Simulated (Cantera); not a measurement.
An adiabatic, constant-pressure homogeneous reactor starts with CH₄ : H₂ : O₂ : N₂ = 1 : 0.16 : 1.27 : 4.78 (molar parts), equivalence ratio 1.6, at 975 K and 6.61 atm.

Computed with Cantera and GRI-Mech 3.0 (53 species, 325 reactions). Below about 1000 K GRI-Mech 3.0 lacks low-temperature oxidation paths.

### Question
Predict: time of steepest temperature rise; temperature at 0.100 s; equilibrium temperature; x(H₂) at 0.100 s; x(O₂) at 0.100 s; x(N₂O) at 0.100 s; x(NO) at 0.100 s; x(HO₂) at 0.100 s; x(CH₂O) at 0.100 s.

### Answer
- time of steepest temperature rise: 28.7 ms
- temperature at 0.100 s: 2339 K
- equilibrium temperature: 2339 K
- x(H₂) at 0.100 s: 0.105 (gas-phase equilibrium 0.105)
- x(O₂) at 0.100 s: 2.53e-6 (gas-phase equilibrium 2.53e-6)
- x(N₂O) at 0.100 s: 6.48e-9 (gas-phase equilibrium 6.48e-9)
- x(NO) at 0.100 s: 5.17e-5 (gas-phase equilibrium 5.17e-5)
- x(HO₂) at 0.100 s: 3.87e-9 (gas-phase equilibrium 3.87e-9)
- x(CH₂O) at 0.100 s: 2.77e-8 (gas-phase equilibrium 2.77e-8)
